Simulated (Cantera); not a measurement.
Feed: 1 mol TiCl₄, 8.4 mol H₂O, equilibrated at 12.0 Pa.

Method: chemical equilibrium by Gibbs-energy minimisation in Cantera with the NASA 1993 tables (ideal gas, pure condensed phases). Candidate condensed phases: H₂O, Ti, TiCl₂, TiCl₃, TiCl₄, TiO, TiO₂, Ti₂O₃, Ti₃O₅, Ti₄O₇; 23 gas species. Rates play no part.

x: gas mole fraction; n: condensed amount in mol.

```tsv
T (K)	x H₂O	x HCl	x Cl	x H₂	x O₂	x OH	n TiO₂(rutile)
1200	0.615	0.384	0.000401	0.000224	1.01e-5	___	1.00
1250	0.615	0.384	0.000715	0.000410	2.23e-5	___	1.00
1300	0.615	0.383	0.00122	0.000717	4.62e-5	___	1.00
1350	0.614	0.382	0.00199	0.00121	9.01e-5	___	1.00
1400	0.614	0.381	0.00314	0.00196	0.000167	___	1.00
1450	0.613	0.379	0.00480	0.00308	0.000295	___	1.00
1500	0.611	0.376	0.00709	0.00471	0.000502	___	1.00
1550	0.609	0.372	0.0102	0.00700	0.000824	___	1.00
1600	0.606	0.367	0.0143	0.0101	0.00131	___	1.000
```

Task: What belongs in the gaps?

Result: 
- 1200, x OH: 5.91e-6
- 1250, x OH: 1.38e-5
- 1300, x OH: 3.03e-5
- 1350, x OH: 6.25e-5
- 1400, x OH: 0.000122
- 1450, x OH: 0.000228
- 1500, x OH: 0.000409
- 1550, x OH: 0.000703
- 1600, x OH: 0.00117
